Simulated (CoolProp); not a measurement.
R142b along the isotherm 470 K: density (kg/m³) from the reference equation and from simpler models built on Tc = 410.3 K, pc = 40.55 bar, ω = 0.232; each cubic takes its own stable root.

Model: reference Helmholtz-energy equation of state, Lemmon 2006, in CoolProp. It is a short technical equation, of lower accuracy than the large ones.

| p (bar) | phase | reference | ideal gas | van der Waals | Redlich-Kwong | Soave-Redlich-Kwong | Peng-Robinson |
|---|---|---|---|---|---|---|---|
| 0.192 | gas | 0.4943 | 0.4938 | 0.4943 | 0.4943 | 0.4943 | 0.4943 |
| 0.282 | gas | 0.7263 | 0.7252 | 0.7263 | 0.7264 | 0.7263 | 0.7265 |
| 0.414 | gas | 1.067 | 1.065 | 1.067 | 1.067 | 1.067 | 1.067 |
| 0.608 | gas | 1.569 | 1.564 | 1.569 | 1.569 | 1.569 | 1.569 |
| 0.893 | gas | 2.308 | 2.296 | 2.307 | 2.308 | 2.307 | 2.309 |
| 1.31 | gas | 3.393 | 3.369 | 3.392 | 3.394 | 3.392 | 3.396 |
| 1.92 | gas | 4.989 | 4.938 | 4.988 | 4.992 | 4.988 | 4.996 |
| 2.82 | gas | 7.364 | 7.252 | 7.362 | 7.370 | 7.362 | 7.379 |
| 4.14 | gas | 10.89 | 10.65 | 10.89 | 10.90 | 10.89 | 10.92 |
| 6.08 | gas | 16.17 | 15.64 | 16.16 | 16.20 | 16.16 | 16.24 |
| 8.93 | gas | 24.15 | 22.96 | 24.14 | 24.21 | 24.12 | 24.30 |
| 13.1 | gas | 36.33 | 33.69 | 36.32 | 36.48 | 36.25 | 36.66 |
| 19.2 | gas | 55.40 | 49.38 | 55.44 | 55.74 | 55.18 | 56.09 |
| 28.2 | gas | 86.79 | 72.52 | 87.21 | 87.65 | 86.09 | 88.24 |
| 41.4 | supercritical | 142.5 | 106.5 | 145.7 | 144.9 | 139.8 | 145.0 |
| 60.8 | supercritical | 257.2 | 156.4 | 287.3 | 265.6 | 243.7 | 256.8 |
